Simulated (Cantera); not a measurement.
Input: 1 mol trisilylamine, 1.7 mol NH₃, 26 mol N₂, equilibrated at 1300 K and 4.88 Torr.

These are equilibrium values from Cantera (NASA tables, ideal gas, pure condensed phases), not measurements of a reactor. Candidate condensed phases: Si, Si₃N₄; 18 gas species. The feed counts by its element totals alone. Rates play no part.

What is the equilibrium state?


```json
{
 "x(N₂)": "0.782",
 "x(H₂)": "0.218",
 "x(H)": "6.40e-6",
 "n(Si₃N₄(s))": "1.00 mol",
 "gas_amount": "32.40 mol",
 "log10 activity of Si(s) (absent)": "-2.67"
}
```
